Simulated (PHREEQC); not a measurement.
Consider water at 25 °C with 3.4 mol/kgw NaBr, 0.095 mol/kgw KCl, 0.052 mol/kgw MgCl2 and 2 mol/kgw Li2SO4. Closed to the air; pH follows from the charge balance.

The numbers come from PHREEQC with the Pitzer model, pitzer.dat.

This is a speciation only: nothing precipitates in the calculation.

Predict the activity of water, density.

activity of water 0.705; density 1.359 g/cm³.
